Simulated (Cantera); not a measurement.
Mixture: CH4 : O2 : N2 = 1 : 2 : 6.6 (molar parts), equivalence ratio 1.0, at 4730 Torr, adiabatic and at constant pressure. Ignition delay is the time to a rise of 400 K.

Model: GRI-Mech 3.0 (53 species, 325 reactions), integrated in Cantera.

Q: What does this change do: N2 6.6 to 9.2 parts?

A: 
```tsv
quantity	before	after
delay at 1125 K	18.9 ms	25.2 ms
delay at 1325 K	1.56 ms	2.12 ms
delay at 1525 K	0.195 ms	0.262 ms
delay at 1725 K	36.0 µs	46.3 µs
apparent activation energy between 1625 and 1825 K	180 kJ/mol	190 kJ/mol
```
